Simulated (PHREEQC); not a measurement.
Synthetic water in mmol/kgw, 20 °C, pH 8.13, pe 9.9:

| constituent | mmol/kgw |
|---|---|
| Na | 274 |
| K | 0.0499 |
| Ca | 18.7 |
| Mg | 115 |
| Cl | 457 |
| S(6) | 28.9 |
| Alkalinity (meq/kgw) | 0.017 |
| N(5) | 0.684 |

Valence states are taken as typed.

The numbers come from PHREEQC with the ion-association model, wateq4f.dat.

This is a speciation only: nothing precipitates in the calculation.

Question: Predict the ionic strength, charge-balance error.

Answer: ionic strength 0.630 mol/kgw; charge-balance error 2.6 %.

Question: In which forms is C present?

Answer: HCO3- 61 %, MgHCO3+ 23 %, MgCO3 5.4 %, NaHCO3 3.9 %, CaHCO3+ 3.0 %, CaCO3 1.4 % of the C.

Complexes and solids missing from the database can't appear.
